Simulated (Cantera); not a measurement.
Mixture: CH4 : O2 : N2 : H2O = 1 : 1.25 : 6 : 1.9 (molar parts), equivalence ratio 1.6, at 368 Torr, adiabatic and at constant pressure. Ignition delay is the time to a rise of 400 K.

Cantera simulation using GRI-Mech 3.0 (53 species, 325 reactions); the numbers are that mechanism's predictions, not measurements.

### Question
What does this change do: pressure from 368 Torr to 3750 Torr?

### Answer
```csv
quantity,before,after
delay at 1198 K,0.230 s,20.1 ms
delay at 1273 K,81.7 ms,8.83 ms
delay at 1348 K,29.9 ms,3.99 ms
delay at 1423 K,11.4 ms,1.81 ms
delay at 1498 K,4.58 ms,0.822 ms
delay at 1573 K,2.00 ms,0.377 ms
apparent activation energy between 1423 and 1573 K,220 kJ/mol,190 kJ/mol
```
